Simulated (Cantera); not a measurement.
What does this Cantera script print?

```python
import numpy as np
import cantera as ct

gas_names = """
    CL CLO CL2 H HCL HOCL HO2 H2 H2O H2O2 Mg MgCL MgCL2 MgH MgO MgOH MgO2H2 Mg2 O OH O2 O3
""".split()
cond_names = """
    H2O(s) H2O(L) Mg(cr) Mg(L) MgCL2(s) MgCL2(L) MgO(s) MgO(L) MgO2H2(s)
""".split()


# ... load() reads the species with a 1 bar reference pressure and builds the phases ...
atoms = {
    'MgO': {'Mg': 1, 'O': 1},
    'HCl': {'H': 1, 'CL': 1},
    'H2': {'H': 2},
}
top_T = {}  # K; cautious upper limits of use, not melting points


# ... equilibrate(T, P, feed) seeds the gas with the atoms and calls Mixture.equilibrate('TP', solver="vcs", rtol=1e-11, max_steps=5000) ...
results = []
feed = {'MgO': 1, 'HCl': 1.2, 'H2': 0.22}  # mol
T = 1275  # K
P = 33  # Pa
mix = equilibrate(T, P, feed)
results.append((T, P, feed, dict(zip(mix.species_names, mix.species_moles))))
x = sorted(zip(gas.X, gas.species_names), reverse=True)
print(f"T = {T:g} K  P = {P:g} Pa  gas = {mix.phase_moles(0):.4g} mol")
print("   x: " + "  ".join(f"{s} {v:.3e}" for v, s in x if v > 1e-05))
print("   condensed (mol): " + ("  ".join(f"{mix.phase(i).name} {mix.phase_moles(i):.4g}"
      for i in range(1, mix.n_phases) if mix.phase_moles(i) > 1e-12) or "none"))
```

Output:

```
T = 1275 K  P = 33 Pa  gas = 1.42 mol
   x: HCL 8.005e-01  H2 1.549e-01  H2O 2.223e-02  MgCL2 2.223e-02  CL 7.006e-05  H 1.597e-05
   condensed (mol): MgO(s) 0.9684
```

Cantera equilibrium calculation (NASA polynomials, part measured and part estimated; ideal gas, pure solids and liquids).
